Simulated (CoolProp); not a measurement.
A simple Rankine cycle with R245fa: condensing at 333.15 K, boiler at 2.89 MPa, turbine inlet 439 K, turbine efficiency 0.8, pump efficiency 0.8, no recuperator. Each further row changes one setting.

Model: reference Helmholtz-energy equation of state, Akasaka 2015, in CoolProp.

```csv
case,thermal efficiency (%),net work (kJ/kg),heat in (kJ/kg),turbine exit temperature (K),volume ratio over the turbine
as stated,11.3,28.3,250,?,?
condensing temperature 325.15 K,12.4,32.3,261,378.7,?
boiler pressure 2.02 MPa,9.6,25.3,264,399.6,4.65
turbine efficiency 0.7,9.8,?,250,387.5,7.42
```

Task: Fill in the missing entries.

Result: 
- as stated, turbine exit temperature (K): 383.9
- as stated, volume ratio over the turbine: 7.33
- condensing temperature 325.15 K, volume ratio over the turbine: 9.25
- turbine efficiency 0.7, net work (kJ/kg): 24.5
